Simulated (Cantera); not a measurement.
Charge: 1 mol CuF₂, 1.8 mol H₂, 0.29 mol N₂, at 0.100 bar.

These are equilibrium values from Cantera (NASA tables, ideal gas, pure condensed phases), not measurements of a reactor. Candidate condensed phases: Cu, CuF₂; 25 gas species. Equilibrium is a limit: real reactors are often held back by kinetics, nucleation or transport.

Which condensed phases are stable at each of these points (T (°C)): 500, 600, 700, 800, 900, 1000, 1100, 1200, 1300, 1400, 1500, 1600?


| T (°C) | condensed phases | Cu condensed (%) |
|---|---|---|
| 500 | Cu(s) | 100.0 |
| 600 | Cu(s) | 100.0 |
| 700 | Cu(s) | 100.0 |
| 800 | Cu(s) | 100.0 |
| 900 | Cu(s) | 100.0 |
| 1000 | Cu(s) | 100.0 |
| 1100 | Cu(l) | 100.0 |
| 1200 | Cu(l) | 100.0 |
| 1300 | Cu(l) | 99.9 |
| 1400 | Cu(l) | 99.5 |
| 1500 | Cu(l) | 98.5 |
| 1600 | Cu(l) | 95.5 |

From 500 °C to 1000 °C the condensed part is Cu(s). From 1100 °C to 1600 °C the condensed part is Cu(l).
